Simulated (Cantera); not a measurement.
A closed system holds: 1 mol CHF3, 0.3 mol H2, at 18.0 mbar.

These are equilibrium values from Cantera (NASA tables, ideal gas, pure condensed phases), not measurements of a reactor. Candidate condensed phases: C, C6H6, C7H8, C8H18; 110 gas species. Ions and electrons are included (thermal ionisation). Gases not in the tables: C2F6 and larger saturated fluorocarbons. Equilibrium is a limit: real reactors are often held back by kinetics, nucleation or transport.

Q: Which condensed phases are stable at each of these points (T (K)): 2500, 3000, 3500, 4000, 4500, 5000?

A: 
```csv
T (K),condensed phases,C condensed (%)
2500,C(graphite),62.8
3000,C(graphite),62.6
3500,gas only,0.0
4000,gas only,0.0
4500,gas only,0.0
5000,gas only,0.0
```

From 2500 K to 3000 K the condensed part is C(graphite). From 3500 K to 5000 K nothing is condensed.
